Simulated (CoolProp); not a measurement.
Hexamethyldisiloxane (MM) along the isotherm 262.95 °C: fugacity coefficient from the reference equation and from simpler models built on Tc = 245.6 °C, pc = 1.931 MPa, ω = 0.418; each cubic takes its own stable root.

Model: reference Helmholtz-energy equation of state, Thol 2016, in CoolProp.

```csv
p (MPa),phase,reference,Redlich-Kwong,Soave-Redlich-Kwong
0.966,gas,0.8453,0.8494,0.8534
1.93,gas,0.6979,0.7027,(withheld)
2.9,supercritical,0.5475,0.5497,0.5669
3.86,supercritical,(withheld),0.4553,0.4718
4.83,supercritical,(withheld),0.3975,0.4130
5.79,supercritical,0.3489,0.3599,0.3746
6.76,supercritical,0.3215,0.3336,0.3477
7.72,supercritical,0.3021,0.3150,0.3287
8.69,supercritical,0.2878,0.3012,0.3147
9.66,supercritical,0.2772,0.2912,0.3044
```

**Question.** Some entries are withheld; supply them.

**Answer.** 
- 1.93, Soave-Redlich-Kwong: 0.7118
- 3.86, reference: 0.4484
- 4.83, reference: 0.3880
